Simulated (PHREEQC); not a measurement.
A solution holds 0.97 mmol/kgw H2SO4, 55 mmol/kgw CsF and 0.069 mmol/kgw (NH4)2HPO4, at 20 °C. Closed to the air; pH follows from the charge balance.

Model: ion-association model, wateq4f.dat, run in PHREEQC.

Precipitation was switched off in this run.

### Question
Predict the pH.

### Answer
pH 4.58.

### Question
In which forms is F present?

### Answer
F- 96 %, HF 2.8 %, HF2- 1.1 % of the F.

Complexes and solids missing from the database can't appear. H3PO4, which wateq4f.dat lacks, is added to it with the constant of phreeqc.dat.
